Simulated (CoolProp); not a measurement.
Sulfur dioxide along the isobar 35 MPa: density (kg/m³) from the reference equation and from simpler models built on Tc = 430.6 K, pc = 7.887 MPa, ω = 0.256; each cubic takes its own stable root.

The numbers come from the reference Helmholtz-energy equation of state, Gao 2016 in CoolProp.

```json
[
 {"T (K)": "245.7", "phase": "liquid", "reference": "1548"},
 {"T (K)": "276.8", "phase": "liquid", "reference": "1478"},
 {"T (K)": "307.8", "phase": "liquid", "reference": "1407"},
 {"T (K)": "338.8", "phase": "liquid", "reference": "1334"},
 {"T (K)": "369.9", "phase": "liquid", "reference": "1257"},
 {"T (K)": "400.9", "phase": "liquid", "reference": "1175"},
 {"T (K)": "431.9", "phase": "supercritical", "reference": "1087"},
 {"T (K)": "462.9", "phase": "supercritical", "reference": "991.9"},
 {"T (K)": "494", "phase": "supercritical", "reference": "891.2"},
 {"T (K)": "525", "phase": "supercritical", "reference": "789.6"}
]
```

**Question.** How far does each simpler model (van der Waals, Redlich-Kwong, Soave-Redlich-Kwong, Peng-Robinson) lie from the reference over these 10 states: mean and median of the absolute difference, and the worst?

**Answer.** 
- van der Waals: mean 31.1 %, median 33.1 %, worst -39.0 % at 245.7 K and 35 MPa
- Redlich-Kwong: mean 10.4 %, median 11.2 %, worst -12.3 % at 245.7 K and 35 MPa
- Soave-Redlich-Kwong: mean 10.5 %, median 10.3 %, worst -12.3 % at 525 K and 35 MPa
- Peng-Robinson: mean 1.9 %, median 1.6 %, worst -4.8 % at 525 K and 35 MPa
